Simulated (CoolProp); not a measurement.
Vapour pressure (bar) of decamethylcyclopentasiloxane (D5): the reference equation beside estimates from Tc = 345.1 °C, pc = 10.78 bar, ω = 0.631. Clausius-Clapeyron is anchored at 61.05 °C with a constant enthalpy of vaporisation of 59.65 kJ/mol.

Model: reference Helmholtz-energy equation of state, Thol 2019, in CoolProp.

```csv
T (°C),reference,Lee-Kesler,Clausius-Clapeyron,Soave-Redlich-Kwong
8.35,3.996e-5,7.506e-5,5.210e-5,(withheld)
15.85,8.369e-5,0.0001445,0.0001009,0.0001413
23.35,0.0001668,(withheld),0.0001892,0.0002623
30.95,0.0003206,0.0004809,0.0003463,0.0004729
38.45,0.0005858,(withheld),0.0006111,0.0008177
45.95,0.001031,0.001387,0.001050,0.001370
53.45,0.001751,0.002254,0.001759,0.002231
61.05,0.002900,0.003588,0.002900,0.003556
68.55,(withheld),0.005537,0.004645,0.005495
76.05,0.007192,0.008351,0.007292,0.008296
83.55,0.01089,0.01233,0.01123,0.01226
91.15,0.01620,0.01792,0.01709,0.01784
98.65,0.02345,0.02544,0.02542,0.02534
106.15,0.03327,0.03550,0.03723,0.03538
113.65,0.04633,0.04874,0.05373,0.04860
```

What belongs in the gaps?


- 8.35, Soave-Redlich-Kwong: 7.310e-5
- 23.35, Lee-Kesler: 0.0002674
- 38.45, Lee-Kesler: 0.0008295
- 68.55, reference: 0.004629

Absolute difference from the reference over all 15 rows, mean and median: Lee-Kesler 32.0 and 23.7 %, Clausius-Clapeyron 8.4 and 5.5 %, Soave-Redlich-Kwong 30.3 and 22.6 %.
